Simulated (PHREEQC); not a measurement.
Consider water at 25 °C with 0.15 mol/kgw MgSO4, 0.008 mol/kgw K2SO4 and 0.495 mol/kgw KBr. It is in equilibrium with CO2 at log p = 0 (atm). Otherwise closed; pH follows from the charge balance.

Computed with PHREEQC (Pitzer model, pitzer.dat).

Precipitation was switched off in this run.

Question: Predict the pH, density, activity of water.

Answer: pH 4.02; density 1.057 g/cm³; activity of water 0.980.

In brines, pH and single-ion activities rest on the MacInnes convention.
